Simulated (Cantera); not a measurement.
A perfectly stirred reactor is fed with CH4 : O2 : N2 = 1 : 2.27 : 8.55 (molar parts), at 1.00 atm; it is adiabatic with a 648 K inlet, and is followed from long to short residence time, starting on the burning branch (τ in s: 0.15, 0.07, 0.033, 0.015, 0.0073, 0.0034, 0.0016, 0.00075, 0.00035, 0.00017, 7.8e-05, 3.7e-05, 1.7e-05).

Cantera simulation using GRI-Mech 3.0 (53 species, 325 reactions); the numbers are that mechanism's predictions, not measurements.

Question: What does this change do: CH4 1 to 1.3 parts?

Answer: 
```
quantity                                                                      before                               after
------------------------------------------------  ----------------------------------  ----------------------------------
blow-out, bracketed by the residence times tried  burning at 78.0 µs, out at 37.0 µs  burning at 78.0 µs, out at 37.0 µs
x(CH4) at τ = 0.150 s                                                        1.26e-6                             2.04e-6
x(O2) at τ = 0.150 s                                                          0.0238                             0.00129
x(H) at τ = 0.150 s                                                         0.000532                             0.00222
x(CH2O) at τ = 0.150 s                                                       2.29e-7                             2.78e-7
x(HCN) at τ = 0.150 s                                                        1.33e-7                             5.37e-7
x(CH4) at τ = 1.60 ms                                                        5.43e-5                             6.10e-5
x(O2) at τ = 1.60 ms                                                          0.0309                             0.00613
x(H) at τ = 1.60 ms                                                          0.00298                             0.00689
x(CH2O) at τ = 1.60 ms                                                       8.99e-6                             8.38e-6
x(HCN) at τ = 1.60 ms                                                        4.21e-7                             3.73e-6
```

Question: What does this change do: CH4 1 to 0.65 parts?

Answer: 
| quantity | before | after |
|---|---|---|
| blow-out, bracketed by the residence times tried | burning at 78.0 µs, out at 37.0 µs | burning at 0.170 ms, out at 78.0 µs |
| x(CH4) at τ = 0.150 s | 1.26e-6 | 5.36e-6 |
| x(O2) at τ = 0.150 s | 0.0238 | 0.0843 |
| x(H) at τ = 0.150 s | 0.000532 | 1.51e-5 |
| x(CH2O) at τ = 0.150 s | 2.29e-7 | 6.15e-7 |
| x(HCN) at τ = 0.150 s | 1.33e-7 | 8.05e-9 |
| x(CH4) at τ = 1.60 ms | 5.43e-5 | 0.000110 |
| x(O2) at τ = 1.60 ms | 0.0309 | 0.0854 |
| x(H) at τ = 1.60 ms | 0.00298 | 0.000733 |
| x(CH2O) at τ = 1.60 ms | 8.99e-6 | 1.49e-5 |
| x(HCN) at τ = 1.60 ms | 4.21e-7 | 2.99e-8 |

Question: What does this change do: pressure from 1.00 atm to 4.93 atm?

Answer: 
| quantity | before | after |
|---|---|---|
| blow-out, bracketed by the residence times tried | burning at 78.0 µs, out at 37.0 µs | burning at 17.0 µs, the shortest tried |
| x(CH4) at τ = 0.150 s | 1.26e-6 | 4.02e-7 |
| x(O2) at τ = 0.150 s | 0.0238 | 0.0219 |
| x(H) at τ = 0.150 s | 0.000532 | 0.000200 |
| x(CH2O) at τ = 0.150 s | 2.29e-7 | 7.16e-8 |
| x(HCN) at τ = 0.150 s | 1.33e-7 | 7.66e-8 |
| x(CH4) at τ = 1.60 ms | 5.43e-5 | 2.71e-5 |
| x(O2) at τ = 1.60 ms | 0.0309 | 0.0252 |
| x(H) at τ = 1.60 ms | 0.00298 | 0.000424 |
| x(CH2O) at τ = 1.60 ms | 8.99e-6 | 4.98e-6 |
| x(HCN) at τ = 1.60 ms | 4.21e-7 | 6.60e-7 |
